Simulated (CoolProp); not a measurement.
Carbon monoxide at 293.15 K and 0.463 MPa is throttled through a valve to 0.0805 MPa with no heat exchange. Each further row changes one setting.

Computed with CoolProp (reference Helmholtz-energy equation of state, Lemmon 2006). It is a short technical equation, of lower accuracy than the large ones.

```tsv
case	temperature change (K)	final density (kg/m³)
as stated	-1.0	0.929
outlet pressure 0.0242 MPa	-1.2	0.279
outlet pressure 0.105 MPa	-0.9	1.21
```
